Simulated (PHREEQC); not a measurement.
1 kg of water holding 0.029 mol/kgw Na2SO4, 0.057 mol/kgw KCl, 0.35 mol/kgw NaCl and 0.0094 mol/kgw NaHCO3 is evaporated at 30 °C; the solids stay in contact with the brine. CO2 from the air is kept out. Solids allowed: Arcanite, Burkeite, Glaserite, Halite, Kalicinite, Mirabilite, Misenite, Nahcolite, Natron, Sylvite, Thenardite, Trona. Others were left out.

The series has 28 steps of water left (kg), from 1 to 0.00501.

All values are PHREEQC results (Pitzer model, pitzer.dat), not measurements.

Problem. Which solids form, in which order, and at which step of the series does each first stand?

Solution. Halite from water left = 0.06418 kg (pH 7.17); Nahcolite from water left = 0.05275 kg (pH 7.18); Glaserite from water left = 0.03564 kg (pH 7.19); Sylvite from water left = 0.006091 kg (pH 7.26).

Complexes and solids missing from the database can't appear.
